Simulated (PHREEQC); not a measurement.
FeCl3 is added in steps, without added water, to 1 kg of water holding 2.8 mmol/kgw PbCl2 and 170 mmol/kgw KNO3, at 25 °C. O2 is buffered at 0.21 atm. No CO2 enters from the air. Solids allowed: Hematite, Litharge, Cotunnite, Laurionite. Others were left out.

Base run: PHREEQC, ion-association model, wateq4f.dat. Each further column changes one thing. The table gives Pb+2 (mol/kgw).

```json
[
 {"FeCl3 added (mol)": "0", "base": "0.00154", "KNO3 from 0.17 to 0.85 mol/kgw": "0.000652", "temperature from 25 to 50 °C": "0.00154", "PbCl2 from 0.0028 to 0.00028 mol/kgw": "0.000158", "no solid may form": "0.00154"},
 {"FeCl3 added (mol)": "0.01275", "base": "0.00126", "KNO3 from 0.17 to 0.85 mol/kgw": "0.000586", "temperature from 25 to 50 °C": "0.00111", "PbCl2 from 0.0028 to 0.00028 mol/kgw": "0.000128", "no solid may form": "0.00129"},
 {"FeCl3 added (mol)": "0.02975", "base": "0.00101", "KNO3 from 0.17 to 0.85 mol/kgw": "0.000510", "temperature from 25 to 50 °C": "0.000818", "PbCl2 from 0.0028 to 0.00028 mol/kgw": "0.000102", "no solid may form": "0.00108"},
 {"FeCl3 added (mol)": "0.0425", "base": "0.000874", "KNO3 from 0.17 to 0.85 mol/kgw": "0.000460", "temperature from 25 to 50 °C": "0.000682", "PbCl2 from 0.0028 to 0.00028 mol/kgw": "8.85e-5", "no solid may form": "0.000961"},
 {"FeCl3 added (mol)": "0.05525", "base": "0.000767", "KNO3 from 0.17 to 0.85 mol/kgw": "0.000416", "temperature from 25 to 50 °C": "0.000583", "PbCl2 from 0.0028 to 0.00028 mol/kgw": "7.75e-5", "no solid may form": "0.000866"},
 {"FeCl3 added (mol)": "0.07225", "base": "0.000654", "KNO3 from 0.17 to 0.85 mol/kgw": "0.000365", "temperature from 25 to 50 °C": "0.000484", "PbCl2 from 0.0028 to 0.00028 mol/kgw": "6.60e-5", "no solid may form": "0.000761"},
 {"FeCl3 added (mol)": "0.085", "base": "0.000585", "KNO3 from 0.17 to 0.85 mol/kgw": "0.000331", "temperature from 25 to 50 °C": "0.000427", "PbCl2 from 0.0028 to 0.00028 mol/kgw": "5.90e-5", "no solid may form": "0.000696"},
 {"FeCl3 added (mol)": "0.09775", "base": "0.000527", "KNO3 from 0.17 to 0.85 mol/kgw": "0.000301", "temperature from 25 to 50 °C": "0.000380", "PbCl2 from 0.0028 to 0.00028 mol/kgw": "5.31e-5", "no solid may form": "0.000639"},
 {"FeCl3 added (mol)": "0.1148", "base": "0.000461", "KNO3 from 0.17 to 0.85 mol/kgw": "0.000266", "temperature from 25 to 50 °C": "0.000328", "PbCl2 from 0.0028 to 0.00028 mol/kgw": "4.65e-5", "no solid may form": "0.000573"},
 {"FeCl3 added (mol)": "0.1275", "base": "0.000420", "KNO3 from 0.17 to 0.85 mol/kgw": "0.000243", "temperature from 25 to 50 °C": "0.000296", "PbCl2 from 0.0028 to 0.00028 mol/kgw": "4.22e-5", "no solid may form": "0.000530"},
 {"FeCl3 added (mol)": "0.1403", "base": "0.000383", "KNO3 from 0.17 to 0.85 mol/kgw": "0.000222", "temperature from 25 to 50 °C": "0.000267", "PbCl2 from 0.0028 to 0.00028 mol/kgw": "3.85e-5", "no solid may form": "0.000491"},
 {"FeCl3 added (mol)": "0.1573", "base": "0.000341", "KNO3 from 0.17 to 0.85 mol/kgw": "0.000198", "temperature from 25 to 50 °C": "0.000235", "PbCl2 from 0.0028 to 0.00028 mol/kgw": "3.43e-5", "no solid may form": "0.000445"},
 {"FeCl3 added (mol)": "0.17", "base": "0.000313", "KNO3 from 0.17 to 0.85 mol/kgw": "0.000182", "temperature from 25 to 50 °C": "0.000214", "PbCl2 from 0.0028 to 0.00028 mol/kgw": "3.15e-5", "no solid may form": "0.000414"}
]
```

 The ionic strength passes 0.7 mol/kgw, the rough limit of the ion-association models, in part of: KNO3 from 0.17 to 0.85 mol/kgw; no solid may form. Away from 25 °C the constants follow the database's enthalpies or fits; those with neither stay at their 25 °C values. In at least one series the solution becomes supersaturated in solids that the run did not let form, among them Hematite.
